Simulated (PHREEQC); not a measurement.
Make-up at 25 °C: 0.0088 mol LiF, 0.00078 mol Na2SO4 and 0.00013 mol KBr per kg of water. Closed to the air; pH follows from the charge balance.

All values are PHREEQC results (ion-association model, phreeqc.dat), not measurements.

Precipitation was switched off in this run.

**Question.** What pH, specific conductance does the model give?

**Answer.** pH 7.54; specific conductance 957 µS/cm.

**Question.** In which forms is S present?

**Answer.** SO4-2 97 %, LiSO4- 2.4 % of the S.

Complexes and solids missing from the database can't appear.
